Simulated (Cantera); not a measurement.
Moist CO burnout

An isothermal, constant-pressure homogeneous reactor starts with CO : O₂ : H₂O : N₂ = 0.0093 : 0.016 : 0.0002 : 1 (molar parts), equivalence ratio 0.29, at 1425 K and 1.80 bar.

Model: GRI-Mech 3.0 (53 species, 325 reactions), integrated in Cantera.

```csv
t (s),x CO,x O₂,x H₂O,x NO,x NO₂,x CO₂
8.00e-6,0.00907,0.0156,0.000195,<1e-12,<1e-12,2.01e-9
2.59e-5,0.00907,0.0156,0.000195,<1e-12,<1e-12,6.53e-9
8.37e-5,0.00907,0.0156,0.000195,<1e-12,<1e-12,2.17e-8
0.000270,0.00907,0.0156,0.000195,<1e-12,<1e-12,8.20e-8
0.000875,0.00907,0.0156,0.000195,1.28e-12,<1e-12,6.95e-7
0.00283,0.00890,0.0155,0.000188,1.49e-9,1.03e-11,0.000170
0.00915,0.00270,0.0123,0.000162,2.91e-6,1.64e-8,0.00639
0.0296,0.000349,0.0113,0.000188,5.59e-6,5.70e-8,0.00876
0.0956,3.28e-5,0.0111,0.000193,6.43e-6,8.76e-8,0.00908
0.309,2.43e-6,0.0111,0.000195,6.59e-6,5.40e-8,0.00911
1.00,2.29e-7,0.0111,0.000195,6.63e-6,1.95e-8,0.00911
```
x: mole fraction; the columns are a selection and need not sum to one.

Equilibrium at this temperature and pressure: CO 9.75e-8, O₂ 0.0110, H₂O 0.000196, NO 0.000213, NO₂ 4.45e-7, CO₂ 0.00911 (gas phase only).
